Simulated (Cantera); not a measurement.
Charge: 1 mol MgO, 0.64 mol C, 0.19 mol H₂, 1.6 mol CO, at 5.70 Torr.

Cantera equilibrium calculation (NASA polynomials, part measured and part estimated; ideal gas, pure solids and liquids). Candidate condensed phases: C, C₆H₆, C₇H₈, C₈H₁₈, H₂O, Mg, MgCO₃, MgO, Mg(OH)₂; 116 gas species. The tables' values for MgH are old estimates; treat these amounts as uncertain. Rates play no part. All values below are at 1950 K.

Base state: CO 0.727, Mg 0.209, H₂ 0.0598, H 0.00322, CO₂ 0.000760, H₂O 0.000275, MgH 6.70e-5, MgOH 1.44e-5 (mole fractions); condensed: MgO(s).

Task: What changes in the equilibrium state with this change: H₂ from 0.19 to 14 mol?

Result: 
| species | before | after |
|---|---|---|
| H₂ | 0.0598 | 0.791 |
| CO | 0.727 | 0.129 |
| Mg | 0.209 | 0.0522 |
| H₂O | 0.000275 | 0.0146 |
| H | 0.00322 | 0.0117 |
| OH | 1.34e-6 | 1.96e-5 |
| MgOH | 1.44e-5 | 5.25e-5 |
| MgO(s), mol | 0.357 | 0.0982 |

Task: What changes in the equilibrium state with this change: pressure from 5.70 Torr to 9.75 Torr?

Result: 
```tsv
species	before	after
CO	0.727	0.728
Mg	0.209	0.209
H₂	0.0598	0.0603
H	0.00322	0.00247
CO₂	0.000760	0.000445
H₂O	0.000275	0.000162
MgH	6.70e-5	8.79e-5
MgOH	1.44e-5	1.11e-5
MgO(s), mol	0.357	0.358
```

Task: What changes in the equilibrium state with this change: pressure from 5.70 Torr to 90.0 Torr?

Result: 
```csv
species,before,after
CO,0.727,0.729
Mg,0.209,0.208
H₂,0.0598,0.0613
H,0.00322,0.000819
CO₂,0.000760,4.85e-5
H₂O,0.000275,1.79e-5
"MgO(s), mol",0.357,0.360
```
